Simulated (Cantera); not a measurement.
Feed: 1 mol CHF3, 2.9 mol H2, held at 1300 K and 10000 Pa.

Cantera equilibrium calculation (NASA polynomials, part measured and part estimated; ideal gas, pure solids and liquids). Candidate condensed phases: C, C6H6, C7H8, C8H18; 95 gas species. Kinetics and transport are ignored.

Task: What is the equilibrium state?

Result: 
```
Property           Result
--------------  ---------
x(HF)               0.612
x(H2)               0.388
x(CH4)           0.000118
x(H)              2.18e-6
n(C(graphite))  0.999 mol
gas amount      4.899 mol
```
